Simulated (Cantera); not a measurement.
Input: 1 mol Si3N4, 0.023 mol N2O, 6.5 mol H2, equilibrated at 1850 K and 840 Pa.

These are equilibrium values from Cantera (NASA tables, ideal gas, pure condensed phases), not measurements of a reactor. Candidate condensed phases: H2O, Si, SiO2, Si2N2O, Si3N4; 35 gas species. The tables' values for SiN are old estimates; treat these amounts as uncertain. Gases not in the tables: Si2H6 and higher silanes. The numbers say what is thermodynamically allowed, not how fast it happens.

Base state: H2 0.755, N2 0.236, H 0.00511, SiO 0.00268, Si 0.000768, SiH 6.06e-5, SiH2 3.18e-5, Si2N 2.00e-5 (mole fractions); condensed: Si(l).

Q: What changes in the equilibrium state with this change: N2O from 0.023 to 0.013 mol?

A: 
| species | before | after |
|---|---|---|
| H2 | 0.755 | 0.757 |
| N2 | 0.236 | 0.235 |
| H | 0.00511 | 0.00511 |
| SiO | 0.00268 | 0.00152 |
| SiH2 | 3.18e-5 | 3.19e-5 |
| SiN | 1.31e-5 | 1.31e-5 |
| Si2N | 2.00e-5 | 1.99e-5 |
| SiH | 6.06e-5 | 6.07e-5 |
| Si | 0.000768 | 0.000768 |
| Si(l), mol | 2.97 | 2.98 |
